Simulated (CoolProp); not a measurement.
Vapour-liquid equilibrium of dimethyl ether (1) + n-hexane (2) at -31.25 °C; x and y are mole fractions of (1).

The numbers come from the multi-fluid Helmholtz-energy mixture model, Wu 2011 and Thol 2019; pair parameters Bell 2016 in CoolProp.

Q: Give the bubble pressure and the first vapour's composition at x = 0.425, 0.575, 0.65. Is there an azeotrope?

A: x = 0.425: 0.04315 MPa, y = 0.987; x = 0.575: 0.05173 MPa, y = 0.991; x = 0.65: 0.05550 MPa, y = 0.992. No azeotrope shows between x = 0.05 and 0.95.

Pair parameters are fitted to limited data, so mixtures are less certain than the pure fluids. With so large a gap from Raoult's law the liquid may split in two, which this calculation doesn't test in full.
